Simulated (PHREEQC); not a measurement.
Make-up at 51 °C: 24 mmol/kgw NaAlO2. It is in equilibrium with CO2 at log p = -1 (atm). Otherwise closed; pH follows from the charge balance.

Equilibrium calculation in PHREEQC: ion-association model, phreeqc.dat.

| quantity | before | after |
|---|---|---|
| pH | 6.50 | 6.61 |
| HCO3- (mol/kgw) | 0.00363 | 0.00492 |
| CO2 (mol/kgw) | 0.00190 | 0.00189 |
| NaHCO3 (mol/kgw) | 3.12e-5 | 7.70e-5 |

### Question
What was changed between the two runs?
A) NaAlO2 from 0.024 to 0.048 mol/kgw
B) 0.0011 mol/kgw Na2SO4 added
C) NaAlO2 from 0.024 to 0.0216 mol/kgw
D) NaAlO2 from 0.024 to 0.012 mol/kgw
E) NaAlO2 replaced by Na2S at the same molality

### Answer
A, NaAlO2 from 0.024 to 0.048 mol/kgw

Precipitation was switched off in this run. Some of these states are supersaturated (in Al(OH)3(a), Gibbsite (slow to form), for instance). Constants without temperature data keep their 25 °C values here.
